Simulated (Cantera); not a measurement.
Feed: 1 mol SiH₄, 21 mol O₂, held at 0.133 bar.

Equilibrium computed with Cantera from the NASA thermochemical tables; the gas is ideal and each condensed phase is pure. Candidate condensed phases: H₂O, Si, SiO₂; 18 gas species. The tables hold silica as quartz up to 1696 K and as liquid above; real silica turns to tridymite and cristobalite and melts near 1996 K. Kinetics and transport are ignored. All values below are at 1150 K.

Base state: O₂ 0.905, H₂O 0.0952 (mole fractions); condensed: SiO₂(β-quartz).

Question: What changes in the equilibrium state with this change: O₂ from 21 to 0.62 mol?

Answer: 
```tsv
species	before	after
H₂	1.18e-9	1.000
H₂O	0.0952	2.39e-8
O₂	0.905	<1e-9
SiO₂(β-quartz), mol	1.00	0.620
Si(s), mol	0	0.380
```
Mutual solubility and eutectic melting of coexisting phases are not modelled.
